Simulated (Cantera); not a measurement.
Input (Python, Cantera):

```python
import numpy as np
import cantera as ct

gas = ct.Solution("gri30.yaml")
gas.TPX = 425, 300000, {'CO': 1, 'H2': 0.068, 'CH4': 0.069, 'O2': 0.56, 'N2': 2.11}
inlet = ct.Reservoir(gas, clone=True)
gas.equilibrate("HP")  # start burning
reactor = ct.IdealGasConstPressureReactor(gas, energy="on", clone=False)
exhaust = ct.Reservoir(gas, clone=True)
tau = [0.041, 0.018, 0.0082, 0.0037, 0.0017, 0.00074, 0.00033, 0.00015, 6.7e-05, 3e-05, 1.3e-05][0]
for a, b in ((inlet, reactor), (reactor, exhaust)):
    ct.MassFlowController(a, b, mdot=lambda t: reactor.mass / tau)
net = ct.ReactorNet([reactor])
show = ['CO', 'H2', 'CH4', 'CH2', 'C2H', 'HCN', 'NO']

rows = []
print(f"{'tau/s':>10s}{'T/K':>9s}" + "".join(f"{s:>11s}" for s in show))
for tau in [0.041, 0.018, 0.0082, 0.0037, 0.0017, 0.00074, 0.00033, 0.00015, 6.7e-05, 3e-05, 1.3e-05]:
    net.initial_time = 0.0
    net.advance(30 * tau)
    before = gas.X
    net.advance(40 * tau)
    drift = np.max(np.abs(gas.X - before) / (gas.X + 1e-9))
    rows.append([gas.T, *gas[show].X, drift])
    print(f"{tau:10.3e}{gas.T:9.1f}" + "".join(f"{x:11.3e}" for x in gas[show].X))
```

Output:

```
     tau/s      T/K         CO         H2        CH4        CH2        C2H        HCN         NO
 4.100e-02   2454.0  7.532e-02  2.897e-03  5.085e-07  2.170e-08  4.134e-13  7.231e-08  2.217e-03
 1.800e-02   2439.0  7.709e-02  2.987e-03  1.017e-06  4.305e-08  9.807e-13  1.100e-07  1.976e-03
 8.200e-03   2413.1  8.013e-02  3.146e-03  1.859e-06  7.604e-08  1.973e-12  1.322e-07  1.616e-03
 3.700e-03   2370.1  8.504e-02  3.417e-03  3.262e-06  1.226e-07  3.368e-12  1.270e-07  1.150e-03
 1.700e-03   2308.7  9.176e-02  3.811e-03  5.551e-06  1.788e-07  4.908e-12  1.030e-07  7.042e-04
 7.400e-04   2222.0  1.006e-01  4.372e-03  9.954e-06  2.486e-07  6.730e-12  7.793e-08  3.678e-04
 3.300e-04   2119.1  1.103e-01  5.012e-03  1.833e-05  3.250e-07  8.998e-12  6.404e-08  1.996e-04
 1.500e-04   2002.0  1.204e-01  5.642e-03  3.561e-05  4.093e-07  1.225e-11  5.887e-08  1.249e-04
 6.700e-05   1861.6  1.328e-01  6.138e-03  7.945e-05  5.153e-07  1.722e-11  5.768e-08  8.058e-05
 3.000e-05   1670.9  1.559e-01  6.255e-03  2.513e-04  7.157e-07  2.224e-11  5.609e-08  3.563e-05
 1.300e-05    425.0  2.627e-01  1.786e-02  1.812e-02  9.266e-36  2.933e-49  8.833e-23  7.461e-21
```

Model: GRI-Mech 3.0 (53 species, 325 reactions), integrated in Cantera.
